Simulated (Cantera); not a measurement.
An isothermal, constant-pressure homogeneous reactor starts with CH₄ : H₂O : H₂ = 1 : 1.7 : 0.97 (molar parts), at 1575 K and 5.00 bar.

Detailed kinetics in Cantera: GRI-Mech 3.0 (53 species, 325 reactions).

One state of this run: x CH₄ = 0.103; x H₂O = 0.305; x H₂ = 0.499; x C₂H = 1.62e-9; x O₂ = 1.15e-12; x C₂H₂ = 0.0209; x CO₂ = 0.0111. x: mole fraction; the columns are a selection and need not sum to one.

**Question.** Which value of t (s) does it belong to?
(A) 0.000175
(B) 40.0
(C) 1.18
(D) 0.00102

**Answer.** C, 1.18
